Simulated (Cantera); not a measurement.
Input: 1 mol B, 0.11 mol H2O, 1 mol N2, held at 12.0 Pa.

Cantera equilibrium calculation (NASA polynomials, part measured and part estimated; ideal gas, pure solids and liquids). Candidate condensed phases: B, BN, B2O3, B3O3H3, H2O; 39 gas species. N2 is the only nitrogen source here; it is nearly inert below about 1500 K, so the nitride shown seldom forms there in practice. Mutual solubility and eutectic melting of coexisting phases are not modelled. Rates play no part.

Which condensed phases are stable at each of these points (T (K)): 1250, 1325, 1400, 1475, 1550, 1625, 1700, 1775, 1850, 1925, 2000?


| T (K) | condensed phases | B condensed (%) |
|---|---|---|
| 1250 | BN(s) + B2O3(l) | 99.9 |
| 1325 | BN(s) + B2O3(l) | 99.3 |
| 1400 | BN(s) + B2O3(l) | 96.4 |
| 1475 | BN(s) | 92.2 |
| 1550 | BN(s) | 91.3 |
| 1625 | BN(s) | 90.3 |
| 1700 | BN(s) | 89.5 |
| 1775 | BN(s) | 89.1 |
| 1850 | BN(s) | 89.0 |
| 1925 | BN(s) | 88.9 |
| 2000 | B(s) | 88.7 |

From 1250 K to 1400 K the condensed part is BN(s) + B2O3(l). From 1475 K to 1925 K the condensed part is BN(s). At 2000 K the condensed part is B(s).
